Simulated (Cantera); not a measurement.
## Hydrogen reduction and annealing atmospheres: V2O3 + H2 + N2

Input: 1 mol V2O3, 800 mol H2, 55 mol N2, held at 2.40 mbar.

Cantera equilibrium calculation (NASA polynomials, part measured and part estimated; ideal gas, pure solids and liquids). Candidate condensed phases: H2O, V, VN, VO, V2O3, V2O4, V2O5; 28 gas species. Mutual solubility and eutectic melting of coexisting phases are not modelled. VO: taken at fixed stoichiometry. Condensed phases not in the tables: the oxides between V2O3 and V2O5 other than VO2. Equilibrium is a limit: real reactors are often held back by kinetics, nucleation or transport.

At 1323 K the condensed part is VO(s) + V2O3(s). From 1398 K to 1848 K the condensed part is VO(s).

```csv
T (K),log p H2,log p N2,log p H,log p H2O,log p VO,log p VO2,n VO(s),n V2O3(s)
1323,-2.65,-3.81,-7.12,-5.57,-12.76,-11.88,1.91,0.0460
1398,-2.65,-3.81,-6.65,-5.55,-11.63,-10.96,2.00,0
1473,-2.65,-3.81,-6.22,-5.55,-10.61,-10.15,2.00,0
1548,-2.65,-3.81,-5.84,-5.55,-9.70,-9.42,2.00,0
1623,-2.65,-3.81,-5.49,-5.55,-8.88,-8.76,2.00,0
1698,-2.65,-3.81,-5.17,-5.55,-8.13,-8.17,1.99,0
1773,-2.65,-3.81,-4.87,-5.56,-7.45,-7.63,1.98,0
1848,-2.65,-3.81,-4.60,-5.56,-6.82,-7.14,1.91,0
```
log p: log10 of the partial pressure in bar; n: condensed amount in mol.
